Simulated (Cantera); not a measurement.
A closed system holds: 1 mol B₂H₆, 2.2 mol H₂O, 0.24 mol N₂, at 133 Pa.

Cantera equilibrium calculation (NASA polynomials, part measured and part estimated; ideal gas, pure solids and liquids). Candidate condensed phases: B, BN, B₂O₃, B₃O₃H₃, H₂O; 39 gas species. The feed counts by its element totals alone. N₂ is the only nitrogen source here; it is nearly inert below about 1500 K, so the nitride shown seldom forms there in practice. Mutual solubility and eutectic melting of coexisting phases are not modelled. Rates play no part.

What share of the B ends up in condensed phases as a function of T (K), at 873, 973, 1073, 1173, 1273, 1373, 1473, 1573?


| T (K) | B condensed (%) | as |
|---|---|---|
| 873 | 99.9 | B(s) + BN(s) + B₂O₃(l) |
| 973 | 99.8 | B(s) + BN(s) + B₂O₃(l) |
| 1073 | 99.8 | B(s) + BN(s) + B₂O₃(l) |
| 1173 | 99.5 | B(s) + BN(s) + B₂O₃(l) |
| 1273 | 98.1 | B(s) + BN(s) + B₂O₃(l) |
| 1373 | 91.3 | BN(s) + B₂O₃(l) |
| 1473 | 83.4 | BN(s) + B₂O₃(l) |
| 1573 | 15.0 | BN(s) |
